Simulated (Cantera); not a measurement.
Charge: 1 mol AlBr3, 5.7 mol H2O, 17 mol H2, at 1998 K and 750 Torr.

These are equilibrium values from Cantera (NASA tables, ideal gas, pure condensed phases), not measurements of a reactor. Candidate condensed phases: Al, AlBr3, Al2O3, Br2, H2O; 25 gas species. Gases not in the tables: Al(OH)3. Kinetics and transport are ignored.

Base state: H2 0.702, H2O 0.173, HBr 0.118, Br 0.00550, H 0.00134, OH 3.29e-5 (mole fractions); condensed: Al2O3(s).

Problem. What changes in the equilibrium state with this change: pressure from 750 Torr to 50.3 Torr?

Solution. 
```csv
species,before,after
H2,0.702,0.701
H2O,0.173,0.171
HBr,0.118,0.104
Br,0.00550,0.0187
H,0.00134,0.00519
OH,3.29e-5,0.000126
"Al2O3(s), mol",0.500,0.500
```

Problem. What changes in the equilibrium state with this change: AlBr3 replaced by Al?

Solution. 
| species | before | after |
|---|---|---|
| H2 | 0.702 | 0.814 |
| H2O | 0.173 | 0.185 |
| H | 0.00134 | 0.00145 |
| HBr | 0.118 | 0 |
| Br | 0.00550 | 0 |
| OH | 3.29e-5 | 3.27e-5 |
| Al2O3(s), mol | 0.500 | 0.500 |

Problem. What changes in the equilibrium state with this change: temperature from 1998 K to 1825 K?

Solution. 
```json
[
 {"species": "H2", "before": "0.702", "after": "0.703"},
 {"species": "H2O", "before": "0.173", "after": "0.173"},
 {"species": "HBr", "before": "0.118", "after": "0.121"},
 {"species": "Br", "before": "0.00550", "after": "0.00233"},
 {"species": "H", "before": "0.00134", "after": "0.000369"},
 {"species": "OH", "before": "3.29e-5", "after": "6.37e-6"},
 {"species": "Al2O3(s), mol", "before": "0.500", "after": "0.500"}
]
```
